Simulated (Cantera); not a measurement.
Feed: 1 mol CuO, 1.9 mol CO, 0.26 mol H2, at 5.70 Torr.

These are equilibrium values from Cantera (NASA tables, ideal gas, pure condensed phases), not measurements of a reactor. Candidate condensed phases: C, C6H6, C7H8, C8H18, Cu, CuO, Cu(OH)2, Cu2O, H2O; 113 gas species. Kinetics and transport are ignored.

Task: At 1698 K, list the 4 most abundant gas species with their mole fractions, and the condensed phases.

Result: CO 0.493, CO2 0.369, H2O 0.0846, H2 0.0331. Condensed: Cu(l).
